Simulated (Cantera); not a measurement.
An isothermal plug-flow reactor at 525 K and 510 Torr (inlet), inlet velocity 0.085 m/s, active area per volume 1300 1/m; feed CO : O₂ : N₂ : H₂O = 0.0093 : 0.032 : 0.79 : 0.098 (molar parts), equivalence ratio 0.15.

Detailed kinetics in Cantera: Deutschmann's 1995 Pt surface mechanism with GRI-Mech 3.0 gas chemistry. Catalytic surfaces can have several steady states; this one follows from the mechanism file's or the stated starting coverage. Mass transfer to the wall is taken as infinitely fast.

Q: What does this change do: pressure from 510 Torr to 218 Torr?

A: 
| quantity | before | after |
|---|---|---|
| x(CO) at z = 0.021 m | 0.00945 | 0.00862 |
| x(O₂) at z = 0.021 m | 0.0342 | 0.0338 |
| x(H₂O) at z = 0.021 m | 0.105 | 0.106 |
| x(CO₂) at z = 0.021 m | 0.000564 | 0.00139 |
| θ(free Pt) at the exit | 0.00170 | 0.00277 |
| θ(O*) at the exit | 0.00294 | 0.00326 |
| θ(CO*) at the exit | 0.995 | 0.993 |
